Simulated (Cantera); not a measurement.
Input (Python, Cantera) and output of one run.

```python
import numpy as np
import cantera as ct

gas_names = """
    C CH CH2 CH3 CH4 C2 C2H C2H2,acetylene C2H2,vinylidene C2H3,vinyl C2H4 C2H5 C2H6 C3 C3H3,propargyl
    C3H4,allene C3H4,propyne C3H4,cyclo- C3H5,allyl C3H6,propylene C3H6,cyclo- C3H7,n-propyl
    C3H7,i-propyl C3H8 C4 C4H2 C4H4,1,3-cyclo- C4H6,butadiene C4H6,2-butyne C4H6,cyclo- C4H8,1-butene
    C4H8,cis2-buten C4H8,tr2-butene C4H8,isobutene C4H8,cyclo- C4H9,n-butyl C4H9,i-butyl C4H9,s-butyl
    C4H9,t-butyl C4H10,isobutane C4H10,n-butane C5 C5H6,1,3cyclo- C5H8,cyclo- C5H10,1-pentene
    C5H10,cyclo- C5H11,pentyl C5H11,t-pentyl C5H12,n-pentane C5H12,i-pentane CH3C(CH3)2CH3 C6H2
    C6H5,phenyl C6H6 C6H10,cyclo- C6H12,1-hexene C6H12,cyclo- C6H13,n-hexyl C7H7,benzyl C7H8
    C7H14,1-heptene C7H15,n-heptyl C7H16,n-heptane C8H8,styrene C8H10,ethylbenz C8H16,1-octene
    C8H17,n-octyl C8H18,isooctane C8H18,n-octane C9H19,n-nonyl C10H8,naphthale C10H21,n-decyl
    C12H9,o-bipheny C12H10,bipheny H H2 Ti
""".split()
cond_names = """
    C(gr) C6H6(L) C7H8(L) C8H18(L),n-octa Ti(a) Ti(b) Ti(L) TiC(s) TiC(L)
""".split()


def load(file, names, dense=False):
    # The tables refer to 1 bar. Condensed volumes are neglected.
    table = {s.name: s for s in ct.Species.list_from_file(file)}
    out = []
    for n in names:
        d = dict(table[n].input_data)
        d["thermo"] = dict(d["thermo"], **{"reference-pressure": 1e5})
        if dense:
            d["equation-of-state"] = {"model": "constant-volume", "density": "1e6 g/cm^3"}
        out.append(ct.Species.from_dict(d))
    return out


gas = ct.Solution(thermo="ideal-gas", species=load("nasa_gas.yaml", gas_names))
cond = {s.name: ct.Solution(thermo="fixed-stoichiometry", species=[s], name=s.name)
        for s in load("nasa_condensed.yaml", cond_names, dense=True)}
atoms = {
    'TiC': {'Ti': 1, 'C': 1},
    'C': {'C': 1},
    'H2': {'H': 2},
}
top_T = {'C(gr)': 4500}  # K; cautious upper limits of use, not melting points


def equilibrate(T, P, feed):
    n = {}
    for name, mol in feed.items():
        for a, k in atoms[name].items():
            n[a] = n.get(a, 0.0) + k * mol
    gas.TPX = T, P, n
    mass = sum(n.values()) * gas.mean_molecular_weight
    gas.equilibrate("TP")
    valid = [c for c in cond.values() if c.min_temp <= T <= top_T.get(c.name, c.max_temp)]
    mix = ct.Mixture([(gas, mass / gas.mean_molecular_weight)] + [(c, 0.0) for c in valid])
    mix.T, mix.P = T, P
    mix.equilibrate("TP", solver="vcs", rtol=1e-11, max_steps=5000)
    return mix


results = []
feed = {'TiC': 1, 'C': 0.013, 'H2': 8.9}  # mol
P = 970  # Pa
for T in [1523, 1598, 1673, 1748, 1823, 1898, 1973, 2048, 2123, 2198, 2273, 2348, 2423, 2498]:
    mix = equilibrate(T, P, feed)
    results.append((T, P, feed, dict(zip(mix.species_names, mix.species_moles))))
    x = sorted(zip(gas.X, gas.species_names), reverse=True)
    print(f"T = {T:g} K  P = {P:g} Pa  gas = {mix.phase_moles(0):.4g} mol")
    print("   x: " + "  ".join(f"{s} {v:.3e}" for v, s in x if v > 0.001))
    print("   condensed (mol): " + ("  ".join(f"{mix.phase(i).name} {mix.phase_moles(i):.4g}"
          for i in range(1, mix.n_phases) if mix.phase_moles(i) > 1e-12) or "none"))
```

Result:

```
T = 1523 K  P = 970 Pa  gas = 8.901 mol
   x: H2 9.997e-01
   condensed (mol): C(gr) 0.01259  TiC(s) 1
T = 1598 K  P = 970 Pa  gas = 8.902 mol
   x: H2 9.994e-01
   condensed (mol): C(gr) 0.01238  TiC(s) 1
T = 1673 K  P = 970 Pa  gas = 8.905 mol
   x: H2 9.988e-01  H 1.156e-03
   condensed (mol): C(gr) 0.01188  TiC(s) 1
T = 1748 K  P = 970 Pa  gas = 8.91 mol
   x: H2 9.976e-01  H 2.317e-03
   condensed (mol): C(gr) 0.01091  TiC(s) 1
T = 1823 K  P = 970 Pa  gas = 8.92 mol
   x: H2 9.954e-01  H 4.389e-03
   condensed (mol): C(gr) 0.009179  TiC(s) 1
T = 1898 K  P = 970 Pa  gas = 8.935 mol
   x: H2 9.917e-01  H 7.904e-03
   condensed (mol): C(gr) 0.006272  TiC(s) 1
T = 1973 K  P = 970 Pa  gas = 8.961 mol
   x: H2 9.858e-01  H 1.360e-02
   condensed (mol): C(gr) 0.001624  TiC(s) 1
T = 2048 K  P = 970 Pa  gas = 9.001 mol
   x: H2 9.768e-01  H 2.247e-02
   condensed (mol): TiC(s) 1
T = 2123 K  P = 970 Pa  gas = 9.062 mol
   x: H2 9.635e-01  H 3.576e-02
   condensed (mol): TiC(s) 1
T = 2198 K  P = 970 Pa  gas = 9.151 mol
   x: H2 9.443e-01  H 5.495e-02
   condensed (mol): TiC(s) 1
T = 2273 K  P = 970 Pa  gas = 9.279 mol
   x: H2 9.176e-01  H 8.170e-02
   condensed (mol): TiC(s) 0.9998
T = 2348 K  P = 970 Pa  gas = 9.457 mol
   x: H2 8.815e-01  H 1.177e-01
   condensed (mol): TiC(s) 0.9994
T = 2423 K  P = 970 Pa  gas = 9.7 mol
   x: H2 8.346e-01  H 1.645e-01
   condensed (mol): TiC(s) 0.9981
T = 2498 K  P = 970 Pa  gas = 10.02 mol
   x: H2 7.757e-01  H 2.229e-01
   condensed (mol): TiC(s) 0.9947
```

These are equilibrium values from Cantera (NASA tables, ideal gas, pure condensed phases), not measurements of a reactor. TiC: taken at fixed stoichiometry.
